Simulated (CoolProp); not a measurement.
Vapour-liquid equilibrium of cis-2-butene (1) + acetone (2) at 299.8 K; x and y are mole fractions of (1).

Model: multi-fluid Helmholtz-energy mixture model, Lemmon 2005 and Lemmon 2006; pair parameters Bell 2016, in CoolProp.

Question: Give the bubble pressure and the first vapour's composition at x = 0.25, 0.55, 0.65. Is there an azeotrope?

Answer: x = 0.25: 1.359 bar, y = 0.798; x = 0.55: 1.841 bar, y = 0.879; x = 0.65: 1.931 bar, y = 0.894. No azeotrope shows between x = 0.05 and 0.95.

Pair parameters are fitted to limited data, so mixtures are less certain than the pure fluids. With so large a gap from Raoult's law the liquid may split in two, which this calculation doesn't test in full.
